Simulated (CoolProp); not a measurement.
A simple Rankine cycle with water: condensing at 331.15 K, boiler at 1.22 MPa, turbine inlet 466.9 K, turbine efficiency 0.6, pump efficiency 0.8, no recuperator. Each further row changes one setting.

The numbers come from the reference Helmholtz-energy equation of state, Wagner 2002 in CoolProp.

```
case                             thermal efficiency (%)  net work (kJ/kg)  heat in (kJ/kg)  turbine exit temperature (K)  volume ratio over the turbine
-------------------------------  ----------------------  ----------------  ---------------  ----------------------------  -----------------------------
as stated                                          15.3               [?]             2550                         331.1                           46.9
turbine inlet 486.9 K                              15.4               401             2610                         331.1                           45.2
condensing temperature 323.15 K                    16.2               [?]              [?]                         323.2                           67.1
boiler pressure 0.854 MPa                          14.2               365             2580                         331.1                           32.7
turbine efficiency 0.5                             12.8               [?]             2550                         331.1                            [?]
```

Task: Fill in the missing entries.

Result: 
- as stated, net work (kJ/kg): 391
- condensing temperature 323.15 K, net work (kJ/kg): 419
- condensing temperature 323.15 K, heat in (kJ/kg): 2590
- turbine efficiency 0.5, net work (kJ/kg): 326
- turbine efficiency 0.5, volume ratio over the turbine: 48.3

The expansion ends wet for: as stated; turbine inlet 486.9 K; condensing temperature 323.15 K; boiler pressure 0.854 MPa; turbine efficiency 0.5.
